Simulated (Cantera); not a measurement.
A closed system holds: 1 mol HI, 1.5 mol H2O, a varied amount of O2, at 1875 °C and 0.100 bar.

Equilibrium computed with Cantera from the NASA thermochemical tables; the gas is ideal and each condensed phase is pure. Candidate condensed phases: H2O, I2; 12 gas species. The numbers say what is thermodynamically allowed, not how fast it happens.

Problem. At 3.6 mol O2, list the 7 most abundant gas species with their mole fractions, and the condensed phases.

Solution. O2 0.519, H2O 0.303, I 0.156, OH 0.0156, O 0.00439, H2 0.00109, HI 0.000685. Condensed: gas only.
